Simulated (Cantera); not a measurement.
# SiCl₄ + Cl₂ + H₂ (chlorosilane synthesis and conversion)

Feed: 1 mol SiCl₄, 1 mol Cl₂, 10 mol H₂, held at 1673.15 K.

Method: chemical equilibrium by Gibbs-energy minimisation in Cantera with the NASA 1993 tables (ideal gas, pure condensed phases). Candidate condensed phases: Si; 19 gas species. The tables' values for SiCl₃, SiCl are old estimates; treat these amounts as uncertain. The numbers say what is thermodynamically allowed, not how fast it happens.

From 10000 Pa to 3000000 Pa nothing is condensed. The main Si-bearing gas is SiCl₂ at 10000 Pa and SiCl₄ at 3000000 Pa.

```tsv
P (Pa)	x H₂	x HCl	x SiCl₂	x SiCl₄	x SiHCl₃	x SiCl₃
10000	0.624	0.298	0.0676	0.00170	0.000640	0.00742
26000	0.631	0.291	0.0617	0.00382	0.00148	0.0106
67000	0.641	0.281	0.0531	0.00774	0.00317	0.0140
170000	0.655	0.266	0.0422	0.0137	0.00607	0.0167
450000	0.671	0.249	0.0295	0.0217	0.0105	0.0175
1200000	0.686	0.233	0.0178	0.0300	0.0158	0.0160
3000000	0.697	0.221	0.00976	0.0365	0.0206	0.0131
```
x: gas mole fraction; nothing condenses.
